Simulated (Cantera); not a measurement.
Pyrogenic steam for wet oxidation

A perfectly stirred reactor is fed with H₂ : O₂ : N₂ = 0.36 : 1 : 1.8 (molar parts), at 0.530 bar; it is held at 1300 K, and followed from long to short residence time.

Model: the H2/O2 subset of GRI-Mech 3.0, which has no nitrogen chemistry, integrated in Cantera. The temperature is held fixed by assumption; the heat of reaction is taken as removed at once.

```json
[
 {"τ (s)": "0.77", "x H₂": "5.61e-5", "x O₂": "0.275", "x H₂O₂": "2.48e-7", "x HO₂": "2.59e-6", "x H₂O": "0.121", "x OH": "0.000225"},
 {"τ (s)": "0.30", "x H₂": "0.000104", "x O₂": "0.275", "x H₂O₂": "3.79e-7", "x HO₂": "4.57e-6", "x H₂O": "0.121", "x OH": "0.000307"},
 {"τ (s)": "0.11", "x H₂": "0.000200", "x O₂": "0.275", "x H₂O₂": "5.81e-7", "x HO₂": "8.12e-6", "x H₂O": "0.120", "x OH": "0.000428"},
 {"τ (s)": "0.044", "x H₂": "0.000360", "x O₂": "0.275", "x H₂O₂": "8.42e-7", "x HO₂": "1.32e-5", "x H₂O": "0.120", "x OH": "0.000582"},
 {"τ (s)": "0.017", "x H₂": "0.000655", "x O₂": "0.275", "x H₂O₂": "1.21e-6", "x HO₂": "2.08e-5", "x H₂O": "0.120", "x OH": "0.000804"},
 {"τ (s)": "0.0065", "x H₂": "0.00118", "x O₂": "0.275", "x H₂O₂": "1.71e-6", "x HO₂": "3.10e-5", "x H₂O": "0.119", "x OH": "0.00112"},
 {"τ (s)": "0.0025", "x H₂": "0.00208", "x O₂": "0.274", "x H₂O₂": "2.34e-6", "x HO₂": "4.30e-5", "x H₂O": "0.117", "x OH": "0.00159"},
 {"τ (s)": "0.00097", "x H₂": "0.00360", "x O₂": "0.274", "x H₂O₂": "3.10e-6", "x HO₂": "5.54e-5", "x H₂O": "0.115", "x OH": "0.00225"},
 {"τ (s)": "0.00038", "x H₂": "0.00612", "x O₂": "0.273", "x H₂O₂": "3.95e-6", "x HO₂": "6.66e-5", "x H₂O": "0.111", "x OH": "0.00318"},
 {"τ (s)": "0.00014", "x H₂": "0.0107", "x O₂": "0.273", "x H₂O₂": "4.84e-6", "x HO₂": "7.49e-5", "x H₂O": "0.103", "x OH": "0.00451"}
]
```
x: mole fraction; the columns are a selection and need not sum to one.
